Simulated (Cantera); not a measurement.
**Equilibrium for silicon etching in halogen gases: Si + F2 + N2 + HCl**

Charge: 1 mol Si, a varied amount of F2, 6.1 mol N2, 2.6 mol HCl, at 1475 K and 0.133 bar.

Cantera equilibrium calculation (NASA polynomials, part measured and part estimated; ideal gas, pure solids and liquids). Candidate condensed phases: NH4Cl, Si, Si3N4; 49 gas species. N2 is the only nitrogen source here; it is nearly inert below about 1500 K, so the nitride shown seldom forms there in practice. The tables' values for SiCl3, SiF3, SiF2 are old estimates; treat these amounts as uncertain. Equilibrium is a limit: real reactors are often held back by kinetics, nucleation or transport.

From 0.93 mol F2 to 1.3 mol F2 the condensed part is Si3N4(s). From 1.5 mol F2 to 7 mol F2 nothing is condensed. The main Si-bearing gas is SiF4 throughout.

```
n(F2) (mol)   x N2       x F    x HCl     x HF    x ClF  x SiF4    x Cl2     x H2     x Cl   x SiCl4  n Si3N4(s)
-----------  -----  --------  -------  -------  -------  ------  -------  -------  -------  --------  ----------
0.93         0.674  7.54e-12    0.179  0.00220   <1e-12  0.0492  2.62e-8   0.0560  2.18e-5    0.0190      0.0743
1.1          0.670  7.83e-12    0.177  0.00226   <1e-12  0.0574  2.59e-8   0.0549  2.17e-5    0.0186      0.0456
1.3          0.665  8.12e-12    0.173  0.00232   <1e-12  0.0668  2.55e-8   0.0538  2.15e-5    0.0182      0.0118
1.5          0.657  1.05e-11    0.189  0.00270   <1e-12  0.0768  3.75e-8   0.0435  2.61e-5    0.0162           0
1.8          0.641  2.42e-11    0.232  0.00403   <1e-12  0.0919  1.34e-7   0.0183  4.93e-5   0.00874           0
2.2          0.612   7.74e-8    0.221   0.0401  1.39e-7   0.100   0.0125  1.77e-7   0.0151   7.95e-7           0
2.6          0.584   6.79e-7    0.134    0.115  2.27e-6  0.0957   0.0434  1.89e-8   0.0281   1.54e-9           0
3            0.560   3.44e-6   0.0551    0.183  1.50e-5  0.0917   0.0735  1.88e-9   0.0365  6.45e-12           0
3.6          0.527   0.00971  2.38e-5    0.225   0.0422  0.0865   0.0731   <1e-12   0.0364    <1e-12           0
4.2          0.497    0.0357  4.37e-6    0.212    0.111  0.0814   0.0374   <1e-12   0.0261    <1e-12           0
5            0.454    0.0947  8.08e-7    0.194    0.158  0.0745   0.0108   <1e-12   0.0140    <1e-12           0
6            0.401     0.194  1.70e-7    0.171    0.159  0.0657  0.00259   <1e-12  0.00686    <1e-12           0
7            0.355     0.282  6.53e-8    0.152    0.145  0.0583  0.00102   <1e-12  0.00431    <1e-12           0
```
x: gas mole fraction; n: condensed amount in mol.
